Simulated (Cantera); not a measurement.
A closed system holds: 1 mol AlCl3, 0.52 mol O2, a varied amount of H2, equilibrated at 2098.15 K and 13300 Pa.

Method: chemical equilibrium by Gibbs-energy minimisation in Cantera with the NASA 1993 tables (ideal gas, pure condensed phases). Candidate condensed phases: Al, AlCl3, Al2O3, H2O; 29 gas species. The tables' values for AlCl2, AlOH are old estimates; treat these amounts as uncertain. Rates play no part.

Task: At 76 mol H2, list the 4 most abundant gas species with their mole fractions, and the condensed phases.

Result: H2 0.952, HCl 0.0329, H 0.00823, AlCl 0.00498. Condensed: Al2O3(s).
